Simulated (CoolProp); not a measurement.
Computed with CoolProp (reference Helmholtz-energy equation of state, Lemmon 2006). It is a short technical equation, of lower accuracy than the large ones.

**Question.** For toluene, give the phase and the cp (kJ/(kg K)), cv (kJ/(kg K)), expansivity (1/kK), fugacity coefficient at 290 K and 0.134 MPa.

**Answer.** 
- 290 K and 0.134 MPa: liquid; cp 1.68, cv 1.24, expansivity 1.07, fugacity coefficient 0.0184
